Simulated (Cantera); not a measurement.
A Cantera script and its output.

```python
import numpy as np
import cantera as ct

gas = ct.Solution("gri30.yaml")
gas.TPX = 1000, 13332, {'CO': 0.022, 'O2': 0.0023, 'H2O': 0.0016, 'N2': 1}
reactor = ct.IdealGasConstPressureReactor(gas, energy="off", clone=False)
net = ct.ReactorNet([reactor])
net.rtol, net.atol = 1e-08, 1e-18
show = ['CO', 'O2', 'H2O', 'CO2', 'O']
times = np.geomspace(4e-05, 20, 15)

steps = ct.SolutionArray(gas, extra=["t"])
rows = []
print(f"{'t/s':>10s}{'T/K':>9s}{'P/Pa':>11s}" + "".join(f"{s:>11s}" for s in show))
for t in times:
    while net.time < t:
        t_next = net.step()
        steps.append(gas.state, t=t_next)
    rows.append([np.interp(t, steps.t, y) for y in (steps.T, steps.P, *steps(*show).X.T)])
    print(f"{t:10.3e}{rows[-1][0]:9.1f}{rows[-1][1]:11.4g}" + "".join(f"{x:11.3e}" for x in rows[-1][2:]))
rate = np.gradient(steps.T, steps.t)
print("integrator steps:", len(steps.t))
if steps.T.max() > steps.T[0] + 200:
    print(f"time of steepest temperature rise: {steps.t[rate.argmax()]:.4e} s")
gas.TPX = 1000, 13332, {'CO': 0.022, 'O2': 0.0023, 'H2O': 0.0016, 'N2': 1}
gas.equilibrate("TP")
print(f"equilibrium (TP): T = {gas.T:.1f} K  " + "  ".join(f"{s} {gas[s].X[0]:.3e}" for s in show))
```

It prints:

```
       t/s      T/K       P/Pa         CO         O2        H2O        CO2          O
 4.000e-05   1000.0  1.333e+04  2.144e-02  2.242e-03  1.560e-03  2.758e-13  2.757e-13
 1.021e-04   1000.0  1.333e+04  2.144e-02  2.242e-03  1.560e-03  7.044e-13  7.035e-13
 2.607e-04   1000.0  1.333e+04  2.144e-02  2.242e-03  1.560e-03  1.801e-12  1.794e-12
 6.657e-04   1000.0  1.333e+04  2.144e-02  2.242e-03  1.560e-03  4.617e-12  4.567e-12
 1.700e-03   1000.0  1.333e+04  2.144e-02  2.242e-03  1.560e-03  1.193e-11  1.158e-11
 4.339e-03   1000.0  1.333e+04  2.144e-02  2.242e-03  1.560e-03  3.149e-11  2.918e-11
 1.108e-02   1000.0  1.333e+04  2.144e-02  2.242e-03  1.560e-03  8.904e-11  7.382e-11
 2.828e-02   1000.0  1.333e+04  2.144e-02  2.242e-03  1.560e-03  3.168e-10  2.089e-10
 7.221e-02   1000.0  1.333e+04  2.144e-02  2.242e-03  1.560e-03  2.330e-09  1.134e-09
 1.844e-01   1000.0  1.333e+04  2.144e-02  2.242e-03  1.560e-03  1.440e-07  6.151e-08
 4.707e-01   1000.0  1.333e+04  1.983e-02  1.372e-03  1.376e-03  1.621e-03  3.020e-04
 1.202e+00   1000.0  1.333e+04  1.598e-02  2.680e-09  5.468e-04  5.510e-03  8.726e-09
 3.068e+00   1000.0  1.333e+04  1.591e-02  9.803e-11  4.778e-04  5.579e-03  3.418e-10
 7.834e+00   1000.0  1.333e+04  1.588e-02  9.603e-12  4.434e-04  5.613e-03  3.469e-11
 2.000e+01   1000.0  1.333e+04  1.586e-02  1.301e-12  4.198e-04  5.637e-03  4.847e-12
integrator steps: 2014
equilibrium (TP): T = 1000.0 K  CO 1.575e-02  O2 3.742e-21  H2O 3.165e-04  CO2 5.741e-03  O 2.651e-20
```

Cantera simulation using GRI-Mech 3.0 (53 species, 325 reactions); the numbers are that mechanism's predictions, not measurements.
